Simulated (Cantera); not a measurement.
A closed system holds: 1 mol c-C4F8, 2.3 mol HCl, at 100 Torr.

These are equilibrium values from Cantera (NASA tables, ideal gas, pure condensed phases), not measurements of a reactor. Candidate condensed phases: C, C6H6, C7H8, C8H18; 118 gas species. The feed counts by its element totals alone. Gases not in the tables: C2F6 and larger saturated fluorocarbons. The numbers say what is thermodynamically allowed, not how fast it happens.

### Question
At 1025 °C, list the 5 most abundant gas species with their mole fractions, and the condensed phases.

### Answer
CF4 0.338, HF 0.312, HCl 0.180, Cl2 0.141, CClF3 0.0152. Condensed: C(graphite).
